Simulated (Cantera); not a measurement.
**Gas-phase reforming**

A perfectly stirred reactor is fed with 20.4 % CH4, 79.6 % CO2, at 75.0 Torr; it is held at 1850 K, and followed from long to short residence time.

Cantera simulation using GRI-Mech 3.0 (53 species, 325 reactions); the numbers are that mechanism's predictions, not measurements.

```csv
τ (s),x CH4,x CO2,x C2H4,x CH2,x OH,x HO2,x HCO
0.43,0.00788,0.282,6.86e-5,1.33e-6,4.16e-5,2.12e-11,9.82e-8
0.14,0.0157,0.355,0.000268,2.33e-6,4.08e-5,2.58e-11,1.91e-7
0.047,0.0324,0.459,0.000876,3.11e-6,3.41e-5,2.75e-11,3.22e-7
0.015,0.0670,0.584,0.00235,3.39e-6,2.24e-5,2.19e-11,5.04e-7
0.0050,0.115,0.695,0.00469,3.44e-6,1.22e-5,1.32e-11,6.70e-7
0.0017,0.162,0.763,0.00578,3.02e-6,5.43e-6,6.25e-12,5.72e-7
0.00054,0.195,0.791,0.00181,1.35e-6,1.34e-6,2.16e-12,1.37e-7
0.00018,0.202,0.795,0.000122,2.51e-7,3.97e-7,1.14e-12,5.95e-9
```
x: mole fraction; the columns are a selection and need not sum to one.
